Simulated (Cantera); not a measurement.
# Aluminium nitride and oxide growth: Al + O₂ + N₂ + HCl

Feed: 1 mol Al, 1.1 mol O₂, 110 mol N₂, 0.61 mol HCl, at 150 Pa.

These are equilibrium values from Cantera (NASA tables, ideal gas, pure condensed phases), not measurements of a reactor. Candidate condensed phases: Al, AlCl₃, AlN, Al₂O₃, H₂O, NH₄Cl; 45 gas species. Condensed phases not in the tables: AlOCl. Rates play no part.

From 823 K to 2123 K the condensed part is Al₂O₃(s).

| T (K) | x N₂ | x HCl | x Cl | x O₂ | n Al₂O₃(s) |
|---|---|---|---|---|---|
| 823 | 0.991 | 0.00493 | 6.81e-6 | 0.00301 | 0.500 |
| 923 | 0.991 | 0.00511 | 3.82e-5 | 0.00306 | 0.500 |
| 1023 | 0.991 | 0.00516 | 0.000139 | 0.00307 | 0.500 |
| 1123 | 0.991 | 0.00508 | 0.000332 | 0.00304 | 0.500 |
| 1223 | 0.991 | 0.00487 | 0.000595 | 0.00298 | 0.500 |
| 1323 | 0.991 | 0.00456 | 0.000921 | 0.00289 | 0.500 |
| 1423 | 0.991 | 0.00419 | 0.00130 | 0.00277 | 0.500 |
| 1523 | 0.991 | 0.00377 | 0.00172 | 0.00263 | 0.500 |
| 1623 | 0.991 | 0.00334 | 0.00215 | 0.00247 | 0.500 |
| 1723 | 0.990 | 0.00291 | 0.00258 | 0.00228 | 0.500 |
| 1823 | 0.990 | 0.00249 | 0.00300 | 0.00207 | 0.500 |
| 1923 | 0.990 | 0.00208 | 0.00341 | 0.00184 | 0.500 |
| 2023 | 0.989 | 0.00165 | 0.00383 | 0.00160 | 0.500 |
| 2123 | 0.987 | 0.00118 | 0.00429 | 0.00133 | 0.499 |
x: gas mole fraction; n: condensed amount in mol.
